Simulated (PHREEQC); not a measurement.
Leach liquor: an equilibrium model

Consider water at 25 °C with 0.067 mol HCl and 0.0089 mol ZnSO4 per kg of water. Closed to the air; pH follows from the charge balance.

Equilibrium calculation in PHREEQC: ion-association model, wateq4f.dat.

Each row changes one thing in this solution. No solid was allowed to form.

```csv
case,pH,ionic strength (mol/kgw),Zn+2 (mol/kgw),ZnOH+ (mol/kgw),SI of Zincite(c) (ZnO)
as made,1.29,0.0870,0.00762,8.65e-11,-11.05
HCl left out,5.76,0.0243,0.00608,2.56e-6,-2.07
temperature from 25 to 5 °C,1.29,0.0887,0.00786,1.75e-11,-12.20
ZnSO4 replaced by ZnCl2 at the same molality,1.26,0.0921,0.00811,8.33e-11,-11.11
HCl replaced by CuCl2 at the same molality,4.37,0.202,0.00738,8.33e-8,-5.01
temperature from 25 to 80 °C,1.31,0.0798,0.00563,2.17e-9,-8.68
0.0016 mol/kgw NaCl added,1.29,0.0886,0.00762,8.62e-11,-11.05
```

Some of these states are supersaturated (in Atacamite, Antlerite, for instance). Constants without temperature data keep their 25 °C values here.
